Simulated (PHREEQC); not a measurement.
A PHREEQC speciation (ion-association model, phreeqc.dat) at 25 °C gives pH 1.29 and these molalities:

```tsv
species	mol/kgw
K+	0.147
HSO4-	0.0942
H+	0.0658
SO4-2	0.0524
KSO4-	0.0134
```

### Question
What are the element totals, and what could have been dissolved in 1 kg of water to give them?

### Answer
One answer among several that fit: totals K 0.160, S(6) 0.160 mol/kgw, from 0.16 mol/kgw KHSO4.

No solid was allowed to form. Species that the database lacks are ignored.
